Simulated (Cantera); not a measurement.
**Chlorosilane synthesis and conversion: SiCl₄ + Cl₂ + H₂ + HCl**

Feed: 1 mol SiCl₄, 1.2 mol Cl₂, a varied amount of H₂, 0.75 mol HCl, at 877 °C and 14.0 bar.

These are equilibrium values from Cantera (NASA tables, ideal gas, pure condensed phases), not measurements of a reactor. Candidate condensed phases: Si; 19 gas species. The tables' values for SiCl₃ are old estimates; treat these amounts as uncertain. Rates play no part.

From 0.32 mol H₂ to 2.8 mol H₂ nothing is condensed. The main Si-bearing gas is SiCl₄ throughout.

```
n(H₂) (mol)  x HCl  x SiCl₄      x H₂     x Cl₂  x SiHCl₃
-----------  -----  -------  --------  --------  --------
0.32         0.425    0.306  3.86e-10     0.269  5.64e-12
0.67         0.577    0.276   1.31e-9     0.146  1.27e-11
1            0.696    0.253   5.51e-9    0.0505  4.07e-11
1.4          0.724    0.230    0.0457   6.60e-9  0.000294
1.7          0.678    0.214     0.107   2.47e-9  0.000685
2.1          0.625    0.197     0.177   1.27e-9   0.00113
2.5          0.580    0.182     0.237  8.14e-10   0.00151
2.8          0.550    0.172     0.276  6.28e-10   0.00176
```
x: gas mole fraction; nothing condenses.
